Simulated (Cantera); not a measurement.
A jet of 1.09 % CH₄, 20.8 % O₂, 78.1 % N₂, equivalence ratio 0.10 at 300 K and 0.118 atm hits a platinum plate 3.5 cm away at a mass flux of 0.068 kg/m²/s; the plate temperature is set and raised in steps from an oxygen-covered start.

Computed with Cantera and Deutschmann's 1995 Pt surface mechanism with GRI-Mech 3.0 gas chemistry. Catalytic surfaces can have several steady states; this one follows from the mechanism file's or the stated starting coverage.

x: mole fraction at the wall; θ: surface coverage.

```json
[
 {"plate T (K)": "900", "wall x CH₄": "0.00833", "wall x O₂": "0.202", "wall x H₂O": "0.00477", "wall x OH": "1.43e-8", "wall x CO": "2.78e-6", "wall x CO₂": "0.00311", "θ free Pt": "0.157", "θ O*": "0.842"},
 {"plate T (K)": "950", "wall x CH₄": "0.00675", "wall x O₂": "0.199", "wall x H₂O": "0.00769", "wall x OH": "4.95e-8", "wall x CO": "3.08e-6", "wall x CO₂": "0.00502", "θ free Pt": "0.215", "θ O*": "0.784"},
 {"plate T (K)": "1000", "wall x CH₄": "0.00528", "wall x O₂": "0.196", "wall x H₂O": "0.0104", "wall x OH": "1.41e-7", "wall x CO": "3.23e-6", "wall x CO₂": "0.00680", "θ free Pt": "0.277", "θ O*": "0.722"},
 {"plate T (K)": "1050", "wall x CH₄": "0.00410", "wall x O₂": "0.193", "wall x H₂O": "0.0126", "wall x OH": "3.51e-7", "wall x CO": "3.29e-6", "wall x CO₂": "0.00823", "θ free Pt": "0.340", "θ O*": "0.659"},
 {"plate T (K)": "1100", "wall x CH₄": "0.00321", "wall x O₂": "0.191", "wall x H₂O": "0.0141", "wall x OH": "7.86e-7", "wall x CO": "3.35e-6", "wall x CO₂": "0.00928", "θ free Pt": "0.404", "θ O*": "0.596"},
 {"plate T (K)": "1150", "wall x CH₄": "0.00257", "wall x O₂": "0.190", "wall x H₂O": "0.0153", "wall x OH": "1.61e-6", "wall x CO": "3.45e-6", "wall x CO₂": "0.0100", "θ free Pt": "0.465", "θ O*": "0.534"},
 {"plate T (K)": "1200", "wall x CH₄": "___", "wall x O₂": "0.189", "wall x H₂O": "0.0161", "wall x OH": "___", "wall x CO": "3.64e-6", "wall x CO₂": "0.0105", "θ free Pt": "___", "θ O*": "___"},
 {"plate T (K)": "1250", "wall x CH₄": "___", "wall x O₂": "0.189", "wall x H₂O": "0.0166", "wall x OH": "___", "wall x CO": "___", "wall x CO₂": "0.0108", "θ free Pt": "___", "θ O*": "___"}
]
```

### Question
Some entries are withheld; supply them.

### Answer

- 1200, wall x CH₄: 0.00209
- 1200, wall x OH: 3.06e-6
- 1200, θ free Pt: 0.525
- 1200, θ O*: 0.475
- 1250, wall x CH₄: 0.00171
- 1250, wall x OH: 5.51e-6
- 1250, wall x CO: 4.29e-6
- 1250, θ free Pt: 0.581
- 1250, θ O*: 0.418
